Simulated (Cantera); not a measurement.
# Adiabatic ignition

An adiabatic, constant-volume homogeneous reactor starts with 17.9 % H₂, 17.2 % O₂, 64.9 % N₂, equivalence ratio 0.52, at 1423 K and 10.0 bar.

Detailed kinetics in Cantera: the H2/O2 subset of GRI-Mech 3.0, which has no nitrogen chemistry. The hydrogen kinetics of GRI-Mech 3.0 are dated; newer H2 mechanisms differ, most at raised pressure.

```
t (s)     T (K)  P (bar)     x H₂    x O₂    x OH  x H₂O    x HO₂      x H      x O
--------  -----  -------  -------  ------  ------  -----  -------  -------  -------
7.00e-6    2809     18.1  0.00331  0.0856  0.0179  0.182  4.15e-5  0.00115  0.00388
2.00e-5    2809     18.1  0.00331  0.0856  0.0179  0.182  4.15e-5  0.00115  0.00388
5.73e-5    2809     18.1  0.00331  0.0856  0.0179  0.182  4.15e-5  0.00115  0.00388
0.000164   2809     18.1  0.00331  0.0856  0.0179  0.182  4.15e-5  0.00115  0.00388
0.000468   2809     18.1  0.00331  0.0856  0.0179  0.182  4.15e-5  0.00115  0.00388
0.00134    2809     18.1  0.00331  0.0856  0.0179  0.182  4.15e-5  0.00115  0.00388
0.00383    2809     18.1  0.00331  0.0856  0.0179  0.182  4.15e-5  0.00115  0.00388
0.0110     2809     18.1  0.00331  0.0856  0.0179  0.182  4.15e-5  0.00115  0.00388
0.0313     2809     18.1  0.00331  0.0856  0.0179  0.182  4.15e-5  0.00115  0.00388
0.0897     2809     18.1  0.00331  0.0856  0.0179  0.182  4.15e-5  0.00115  0.00388
0.256      2809     18.1  0.00331  0.0856  0.0179  0.182  4.15e-5  0.00115  0.00388
0.733      2809     18.1  0.00331  0.0856  0.0179  0.182  4.15e-5  0.00115  0.00388
2.10       2809     18.1  0.00331  0.0856  0.0179  0.182  4.15e-5  0.00115  0.00388
6.00       2809     18.1  0.00331  0.0856  0.0179  0.182  4.15e-5  0.00115  0.00388
```
x: mole fraction; the columns are a selection and need not sum to one.

```yaml
time_of_steepest_temperature_rise: 2.17 µs
temperature at 6.00 s: 2809 K
equilibrium_temperature: 2809 K
x(H₂) at 6.00 s: 0.00331 (gas-phase equilibrium 0.00331)
x(O₂) at 6.00 s: 0.0856 (gas-phase equilibrium 0.0856)
x(OH) at 6.00 s: 0.0179 (gas-phase equilibrium 0.0179)
```
